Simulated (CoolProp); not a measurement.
Vapour-liquid equilibrium of toluene (1) + n-octane (2) at 290.8 K; x and y are mole fractions of (1).

Values from CoolProp's multi-fluid Helmholtz-energy mixture model, Lemmon 2006 and Beckmüller 2019; pair parameters Bell 2016.

```
x     bubble pressure (kPa)  y at the bubble point  dew pressure at overall composition x (kPa)  liquid density (mol/L)
----  ---------------------  ---------------------  -------------------------------------------  ----------------------
0.05                  1.354                  0.141                                        1.266                   6.279
0.2                   1.692                  0.413                                        1.416                   6.638
0.35                  1.953                  0.572                                        1.601                   7.037
0.5                   2.155                  0.683                                        1.829                   7.483
0.65                  2.315                  0.774                                        2.094                   7.984
0.8                   2.443                  0.862                                        2.356                   8.551
0.95                  2.544                  0.961                                        2.535                   9.196
```

No azeotrope shows between x = 0.05 and 0.95.

The pair parameters rest on a limited set of measurements; away from them the model extrapolates.
